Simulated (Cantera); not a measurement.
What does this Cantera script print?

```python
import numpy as np
import cantera as ct

gas = ct.Solution("gri30.yaml")
gas.TPX = 1750, 1000000, {'CH3OH': 1, 'O2': 3.06, 'N2': 11.5}
reactor = ct.IdealGasConstPressureReactor(gas, energy="on", clone=False)
net = ct.ReactorNet([reactor])
net.rtol, net.atol = 1e-08, 1e-16
show = ['CH3OH', 'O2', 'C2H', 'OH', 'CH2CO', 'CH4', 'O']
times = np.geomspace(3e-06, 4, 11)

steps = ct.SolutionArray(gas, extra=["t"])
rows = []
print(f"{'t/s':>10s}{'T/K':>9s}{'P/Pa':>11s}" + "".join(f"{s:>11s}" for s in show))
for t in times:
    while net.time < t:
        t_next = net.step()
        steps.append(gas.state, t=t_next)
    rows.append([np.interp(t, steps.t, y) for y in (steps.T, steps.P, *steps(*show).X.T)])
    print(f"{t:10.3e}{rows[-1][0]:9.1f}{rows[-1][1]:11.4g}" + "".join(f"{x:11.3e}" for x in rows[-1][2:]))
rate = np.gradient(steps.T, steps.t)
print("integrator steps:", len(steps.t))
if steps.T.max() > steps.T[0] + 200:
    print(f"time of steepest temperature rise: {steps.t[rate.argmax()]:.4e} s")
gas.TPX = 1750, 1000000, {'CH3OH': 1, 'O2': 3.06, 'N2': 11.5}
gas.equilibrate("HP")
print(f"equilibrium (HP): T = {gas.T:.1f} K  " + "  ".join(f"{s} {gas[s].X[0]:.3e}" for s in show))
```

Output:

```
       t/s      T/K       P/Pa      CH3OH         O2        C2H         OH      CH2CO        CH4          O
 3.000e-06   1777.8      1e+06  5.097e-02  1.880e-01  9.772e-13  8.073e-05  5.806e-08  1.562e-04  4.532e-06
 1.229e-05   2612.5      1e+06  4.734e-17  9.630e-02  1.066e-21  1.441e-02  2.243e-18  5.970e-17  5.170e-03
 5.036e-05   2679.6      1e+06  1.553e-17  9.480e-02  1.884e-22  1.212e-02  3.227e-19  2.387e-17  3.244e-03
 2.063e-04   2675.6      1e+06  1.516e-17  9.355e-02  1.750e-22  1.195e-02  3.093e-19  2.324e-17  3.166e-03
 8.455e-04   2664.0      1e+06  1.416e-17  9.000e-02  1.411e-22  1.148e-02  2.726e-19  2.150e-17  2.953e-03
 3.464e-03   2653.1      1e+06  1.328e-17  8.672e-02  1.146e-22  1.105e-02  2.407e-19  1.993e-17  2.764e-03
 1.419e-02   2652.5      1e+06  1.323e-17  8.653e-02  1.133e-22  1.103e-02  2.390e-19  1.985e-17  2.754e-03
 5.815e-02   2652.5      1e+06  1.323e-17  8.653e-02  1.133e-22  1.103e-02  2.390e-19  1.985e-17  2.754e-03
 2.383e-01   2652.5      1e+06  1.323e-17  8.653e-02  1.133e-22  1.103e-02  2.390e-19  1.985e-17  2.754e-03
 9.763e-01   2652.5      1e+06  1.323e-17  8.653e-02  1.133e-22  1.103e-02  2.390e-19  1.985e-17  2.754e-03
 4.000e+00   2652.5      1e+06  1.323e-17  8.653e-02  1.133e-22  1.103e-02  2.390e-19  1.985e-17  2.754e-03
integrator steps: 1559
time of steepest temperature rise: 6.1543e-06 s
equilibrium (HP): T = 2652.5 K  CH3OH 1.379e-17  O2 8.653e-02  C2H 1.252e-22  OH 1.103e-02  CH2CO 3.096e-19  CH4 2.825e-17  O 2.754e-03
```

Model: GRI-Mech 3.0 (53 species, 325 reactions), integrated in Cantera. GRI-Mech 3.0 was tuned for natural gas; its chemistry of methanol as a main component is partial and can be far from experiment.
